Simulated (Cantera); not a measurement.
Cantera with NASA thermochemical tables; ideal gases at 1 bar, condensed phases pure. Values are per mole of reaction as written; species without (g) are pure solids or liquids, kept so even where they would boil at 1 bar.

Problem. Between 900 and 1425 K, where is each reaction favourable under standard conditions?
- Pb(g) + SF6(g) → PbS + 3 F2(g)

Solution. 
- Pb(g) + SF6(g) → PbS + 3 F2(g): ΔG° is 713 kJ at 900 K and 587 kJ at 1425 K; it stays positive (K < 1). ΔH° is 948 kJ and ΔS° 253 J/K at 1425 K.
